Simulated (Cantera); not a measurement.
Feed: 1 mol SiF₄, 7.4 mol O₂, 0.52 mol H₂, at 0.520 bar.

Method: chemical equilibrium by Gibbs-energy minimisation in Cantera with the NASA 1993 tables (ideal gas, pure condensed phases). Candidate condensed phases: H₂O, Si, SiO₂; 38 gas species. The tables hold silica as quartz up to 1696 K and as liquid above; real silica turns to tridymite and cristobalite and melts near 1996 K. Equilibrium is a limit: real reactors are often held back by kinetics, nucleation or transport.

Problem. Which condensed phases are stable at each of these points (T (°C)): 627, 727, 827, 927, 1027, 1127, 1227, 1327, 1427, 1527, 1627, 1727, 1827?

Solution. 
```json
[
 {"T (°C)": "627", "condensed phases": "SiO₂(β-quartz)", "Si condensed (%)": "12.3"},
 {"T (°C)": "727", "condensed phases": "SiO₂(β-quartz)", "Si condensed (%)": "15.4"},
 {"T (°C)": "827", "condensed phases": "SiO₂(β-quartz)", "Si condensed (%)": "17.9"},
 {"T (°C)": "927", "condensed phases": "SiO₂(β-quartz)", "Si condensed (%)": "19.8"},
 {"T (°C)": "1027", "condensed phases": "SiO₂(β-quartz)", "Si condensed (%)": "21.3"},
 {"T (°C)": "1127", "condensed phases": "SiO₂(β-quartz)", "Si condensed (%)": "22.4"},
 {"T (°C)": "1227", "condensed phases": "SiO₂(β-quartz)", "Si condensed (%)": "23.1"},
 {"T (°C)": "1327", "condensed phases": "SiO₂(β-quartz)", "Si condensed (%)": "23.7"},
 {"T (°C)": "1427", "condensed phases": "SiO₂(condensed)", "Si condensed (%)": "24.1"},
 {"T (°C)": "1527", "condensed phases": "SiO₂(condensed)", "Si condensed (%)": "24.4"},
 {"T (°C)": "1627", "condensed phases": "SiO₂(condensed)", "Si condensed (%)": "24.7"},
 {"T (°C)": "1727", "condensed phases": "SiO₂(l)", "Si condensed (%)": "24.9"},
 {"T (°C)": "1827", "condensed phases": "SiO₂(l)", "Si condensed (%)": "25.0"}
]
```

From 627 °C to 1327 °C the condensed part is SiO₂(β-quartz). From 1427 °C to 1627 °C the condensed part is SiO₂(condensed). From 1727 °C to 1827 °C the condensed part is SiO₂(l).
